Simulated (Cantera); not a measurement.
## Adiabatic ignition

An adiabatic, constant-volume homogeneous reactor starts with CH4 : O2 : N2 = 1 : 2.22 : 8.36 (molar parts), equivalence ratio 0.90, at 1048 K and 1050 Torr.

Cantera simulation using GRI-Mech 3.0 (53 species, 325 reactions); the numbers are that mechanism's predictions, not measurements.

```json
[
 {"t (s)": "8.00e-6", "T (K)": "1048", "P (bar)": "1.40", "x CH4": "0.0864", "x O2": "0.192", "x CH2O": "<1e-12", "x CO2": "<1e-12", "x C2H2": "<1e-12", "x HCN": "<1e-12", "x CO": "<1e-12"},
 {"t (s)": "2.23e-5", "T (K)": "1048", "P (bar)": "1.40", "x CH4": "0.0864", "x O2": "0.192", "x CH2O": "4.52e-12", "x CO2": "<1e-12", "x C2H2": "<1e-12", "x HCN": "<1e-12", "x CO": "<1e-12"},
 {"t (s)": "6.23e-5", "T (K)": "1048", "P (bar)": "1.40", "x CH4": "0.0864", "x O2": "0.192", "x CH2O": "3.53e-11", "x CO2": "<1e-12", "x C2H2": "<1e-12", "x HCN": "<1e-12", "x CO": "<1e-12"},
 {"t (s)": "0.000174", "T (K)": "1048", "P (bar)": "1.40", "x CH4": "0.0864", "x O2": "0.192", "x CH2O": "2.80e-10", "x CO2": "<1e-12", "x C2H2": "<1e-12", "x HCN": "<1e-12", "x CO": "<1e-12"},
 {"t (s)": "0.000486", "T (K)": "1048", "P (bar)": "1.40", "x CH4": "0.0864", "x O2": "0.192", "x CH2O": "2.27e-9", "x CO2": "<1e-12", "x C2H2": "<1e-12", "x HCN": "<1e-12", "x CO": "<1e-12"},
 {"t (s)": "0.00136", "T (K)": "1048", "P (bar)": "1.40", "x CH4": "0.0864", "x O2": "0.192", "x CH2O": "1.96e-8", "x CO2": "<1e-12", "x C2H2": "<1e-12", "x HCN": "<1e-12", "x CO": "1.27e-11"},
 {"t (s)": "0.00379", "T (K)": "1048", "P (bar)": "1.40", "x CH4": "0.0864", "x O2": "0.192", "x CH2O": "2.06e-7", "x CO2": "2.74e-12", "x C2H2": "<1e-12", "x HCN": "<1e-12", "x CO": "3.88e-10"},
 {"t (s)": "0.0106", "T (K)": "1048", "P (bar)": "1.40", "x CH4": "0.0864", "x O2": "0.192", "x CH2O": "2.35e-6", "x CO2": "1.16e-10", "x C2H2": "<1e-12", "x HCN": "<1e-12", "x CO": "1.69e-8"},
 {"t (s)": "0.0295", "T (K)": "1048", "P (bar)": "1.40", "x CH4": "0.0863", "x O2": "0.192", "x CH2O": "1.30e-5", "x CO2": "1.05e-9", "x C2H2": "<1e-12", "x HCN": "<1e-12", "x CO": "3.89e-7"},
 {"t (s)": "0.0823", "T (K)": "1049", "P (bar)": "1.40", "x CH4": "0.0863", "x O2": "0.192", "x CH2O": "5.59e-5", "x CO2": "8.20e-9", "x C2H2": "1.78e-11", "x HCN": "<1e-12", "x CO": "5.81e-6"},
 {"t (s)": "0.230", "T (K)": "1055", "P (bar)": "1.41", "x CH4": "0.0854", "x O2": "0.191", "x CH2O": "0.000397", "x CO2": "6.44e-7", "x C2H2": "2.86e-9", "x HCN": "<1e-12", "x CO": "0.000174"},
 {"t (s)": "0.642", "T (K)": "2760", "P (bar)": "3.78", "x CH4": "<1e-12", "x O2": "0.0249", "x CH2O": "3.45e-10", "x CO2": "0.0593", "x C2H2": "<1e-12", "x HCN": "9.44e-10", "x CO": "0.0248"},
 {"t (s)": "1.79", "T (K)": "2760", "P (bar)": "3.78", "x CH4": "<1e-12", "x O2": "0.0249", "x CH2O": "3.45e-10", "x CO2": "0.0593", "x C2H2": "<1e-12", "x HCN": "9.44e-10", "x CO": "0.0248"},
 {"t (s)": "5.00", "T (K)": "2760", "P (bar)": "3.78", "x CH4": "<1e-12", "x O2": "0.0249", "x CH2O": "3.45e-10", "x CO2": "0.0593", "x C2H2": "<1e-12", "x HCN": "9.44e-10", "x CO": "0.0248"}
]
```
x: mole fraction; the columns are a selection and need not sum to one.

| Property | Value |
|---|---|
| time of steepest temperature rise | 0.318 s |
| temperature at 5.00 s | 2760 K |
| equilibrium temperature | 2760 K |
| x(CH4) at 5.00 s | <1e-12 (gas-phase equilibrium <1e-12) |
| x(O2) at 5.00 s | 0.0249 (gas-phase equilibrium 0.0249) |
| x(CH2O) at 5.00 s | 3.45e-10 (gas-phase equilibrium 3.45e-10) |
